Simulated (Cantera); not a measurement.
Input (Python, Cantera) and output of one run.

```python
import numpy as np
import cantera as ct

gas_names = """
    C CH CH2 CH3 CH2OH CH3O CH4 CH3OH CO CO2 COOH C2 C2H CHCO,ketyl C2H2,acetylene C2H2,vinylidene
    CH2CO,ketene C2H3,vinyl CH3CO,acetyl C2H4 C2H4O,ethylen CH3CHO,ethanal CH3COOH (HCOOH)2 C2H5 C2H6
    CH3OCH3 C2H5OH C2O C3 C3H3,propargyl C3H4,allene C3H4,propyne C3H4,cyclo- C3H5,allyl C3H6,propylene
    C3H6,cyclo- C3H6O C3H7,n-propyl C3H7,i-propyl C3H8 C3H8O,1propanol C3H8O,2propanol C3O2 C4 C4H2
    C4H4,1,3-cyclo- C4H6,butadiene C4H6,2-butyne C4H6,cyclo- C4H8,1-butene C4H8,cis2-buten
    C4H8,tr2-butene C4H8,isobutene C4H8,cyclo- (CH3COOH)2 C4H9,n-butyl C4H9,i-butyl C4H9,s-butyl
    C4H9,t-butyl C4H10,isobutane C4H10,n-butane C5 C5H6,1,3cyclo- C5H8,cyclo- C5H10,1-pentene
    C5H10,cyclo- C5H11,pentyl C5H11,t-pentyl C5H12,n-pentane C5H12,i-pentane CH3C(CH3)2CH3 C6H2
    C6H5,phenyl C6H5O,phenoxy C6H6 C6H5OH,phenol C6H10,cyclo- C6H12,1-hexene C6H12,cyclo- C6H13,n-hexyl
    C7H7,benzyl C7H8 C7H8O,cresol C7H14,1-heptene C7H15,n-heptyl C7H16,n-heptane C8H8,styrene
    C8H10,ethylbenz C8H16,1-octene C8H17,n-octyl C8H18,isooctane C8H18,n-octane C9H19,n-nonyl
    C10H8,naphthale C10H21,n-decyl C12H9,o-bipheny C12H10,bipheny H HCO HO2 H2 HCHO,formaldehy HCOOH H2O
    H2O2 O OH O2 O3 Si SiC SiC2 SiC4H12 SiH SiH2 SiH3 SiH4 SiO SiO2 Si2 Si2C Si3
""".split()
cond_names = """
    C(gr) C6H6(L) C7H8(L) C8H18(L),n-octa H2O(s) H2O(L) Si(cr) Si(L) SiC(b) SiO2(Lqz) SiO2(hqz) SiO2(L)
""".split()


def load(file, names, dense=False):
    # The tables refer to 1 bar. Condensed volumes are neglected.
    table = {s.name: s for s in ct.Species.list_from_file(file)}
    out = []
    for n in names:
        d = dict(table[n].input_data)
        d["thermo"] = dict(d["thermo"], **{"reference-pressure": 1e5})
        if dense:
            d["equation-of-state"] = {"model": "constant-volume", "density": "1e6 g/cm^3"}
        out.append(ct.Species.from_dict(d))
    return out


gas = ct.Solution(thermo="ideal-gas", species=load("nasa_gas.yaml", gas_names))
cond = {s.name: ct.Solution(thermo="fixed-stoichiometry", species=[s], name=s.name)
        for s in load("nasa_condensed.yaml", cond_names, dense=True)}
atoms = {
    'Si': {'Si': 1},
    'O2': {'O': 2},
    'H2': {'H': 2},
    'CO2': {'C': 1, 'O': 2},
}
top_T = {'C(gr)': 4500, 'SiC(b)': 3050}  # K; cautious upper limits of use, not melting points


def equilibrate(T, P, feed):
    n = {}
    for name, mol in feed.items():
        for a, k in atoms[name].items():
            n[a] = n.get(a, 0.0) + k * mol
    gas.TPX = T, P, n
    mass = sum(n.values()) * gas.mean_molecular_weight
    gas.equilibrate("TP")
    valid = [c for c in cond.values() if c.min_temp <= T <= top_T.get(c.name, c.max_temp)]
    mix = ct.Mixture([(gas, mass / gas.mean_molecular_weight)] + [(c, 0.0) for c in valid])
    mix.T, mix.P = T, P
    mix.equilibrate("TP", solver="vcs", rtol=1e-11, max_steps=5000)
    return mix


results = []
T = 1625  # K
P = 100000  # Pa
for m in [0.078, 0.16, 0.31, 0.62, 1.2, 2.4, 4.8]:
    feed = {'Si': 1, 'O2': 0.21, 'H2': 330, 'CO2': m}  # mol
    mix = equilibrate(T, P, feed)
    results.append((T, P, feed, dict(zip(mix.species_names, mix.species_moles))))
    x = sorted(zip(gas.X, gas.species_names), reverse=True)
    print(f"T = {T:g} K  P = {P:g} Pa  n(CO2) = {m:g} mol  gas = {mix.phase_moles(0):.4g} mol")
    print("   x: " + "  ".join(f"{s} {v:.3e}" for v, s in x if v > 0.001))
    print("   condensed (mol): " + ("  ".join(f"{mix.phase(i).name} {mix.phase_moles(i):.4g}"
          for i in range(1, mix.n_phases) if mix.phase_moles(i) > 1e-12) or "none"))
```

Output:

```
T = 1625 K  P = 100000 Pa  n(CO2) = 0.078 mol  gas = 330.6 mol
   x: H2 9.982e-01  SiO 1.669e-03
   condensed (mol): Si(cr) 0.3958  SiC(b) 0.0497
T = 1625 K  P = 100000 Pa  n(CO2) = 0.16 mol  gas = 330.7 mol
   x: H2 9.977e-01  SiO 2.143e-03
   condensed (mol): Si(cr) 0.1631  SiC(b) 0.1252
T = 1625 K  P = 100000 Pa  n(CO2) = 0.31 mol  gas = 331 mol
   x: H2 9.967e-01  SiO 2.622e-03
   condensed (mol): SiC(b) 0.1309
T = 1625 K  P = 100000 Pa  n(CO2) = 0.62 mol  gas = 331.2 mol
   x: H2 9.963e-01  SiO 2.039e-03  CO 1.531e-03
   condensed (mol): SiC(b) 0.08921  SiO2(hqz) 0.235
T = 1625 K  P = 100000 Pa  n(CO2) = 1.2 mol  gas = 331.5 mol
   x: H2 9.952e-01  CO 3.531e-03  SiO 1.100e-03
   condensed (mol): SiO2(hqz) 0.6353
T = 1625 K  P = 100000 Pa  n(CO2) = 2.4 mol  gas = 332.4 mol
   x: H2 9.902e-01  CO 7.211e-03  H2O 2.483e-03
   condensed (mol): SiO2(hqz) 0.9937
T = 1625 K  P = 100000 Pa  n(CO2) = 4.8 mol  gas = 334.8 mol
   x: H2 9.760e-01  CO 1.429e-02  H2O 9.579e-03
   condensed (mol): SiO2(hqz) 0.9984
```

Equilibrium computed with Cantera from the NASA thermochemical tables; the gas is ideal and each condensed phase is pure. Mutual solubility and eutectic melting of coexisting phases are not modelled. The tables hold silica as quartz up to 1696 K and as liquid above; real silica turns to tridymite and cristobalite and melts near 1996 K.
